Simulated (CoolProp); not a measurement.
Aqueous ammonia as a coolant, at -18 °C, 1 atm.

Computed with CoolProp (Melinder's fits for secondary coolants).

```
mass %  freezing point (°C)  viscosity (mPa s)  density (kg/m³)  Prandtl number  conductivity (W/(m K))
------  -------------------  -----------------  ---------------  --------------  ----------------------
15.2                  -23.7               4.25            949.9            41.4                   0.436
17.5                  -29.3               4.32            944.0            43.3                   0.425
19.8                  -35.8               4.36            938.2            44.9                   0.414
22.1                  -43.6               4.36            932.7            45.9                   0.405
24.3                  -52.4               4.31            927.4            46.3                   0.397
```
